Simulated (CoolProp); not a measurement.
Diethyl ether along the isobar 17.3 MPa: Z from the reference equation and from simpler models built on Tc = 467.9 K, pc = 3.717 MPa, ω = 0.282; each cubic takes its own stable root.

Values from CoolProp's reference Helmholtz-energy equation of state, Thol 2014.

| T (K) | phase | reference | van der Waals | Redlich-Kwong | Soave-Redlich-Kwong |
|---|---|---|---|---|---|
| 411.5 | liquid | 0.6185 | 0.9057 | 0.6777 | 0.6649 |
| 416 | liquid | 0.6173 | 0.9004 | 0.6759 | 0.6638 |
| 420.5 | liquid | 0.6163 | 0.8953 | 0.6743 | 0.6630 |
| 425.1 | liquid | 0.6154 | 0.8902 | 0.6729 | 0.6623 |
| 429.6 | liquid | 0.6147 | 0.8854 | 0.6717 | 0.6619 |
| 434.1 | liquid | 0.6142 | 0.8808 | 0.6706 | 0.6618 |
| 438.7 | liquid | 0.6138 | 0.8763 | 0.6696 | 0.6618 |
| 443.2 | liquid | 0.6136 | 0.8721 | 0.6689 | 0.6620 |
| 447.7 | liquid | 0.6136 | 0.8679 | 0.6683 | 0.6625 |
| 452.3 | liquid | 0.6138 | 0.8639 | 0.6678 | 0.6633 |
| 456.8 | liquid | 0.6142 | 0.8601 | 0.6676 | 0.6642 |
| 461.3 | liquid | 0.6147 | 0.8565 | 0.6674 | 0.6654 |
| 465.9 | liquid | 0.6154 | 0.8529 | 0.6675 | 0.6668 |
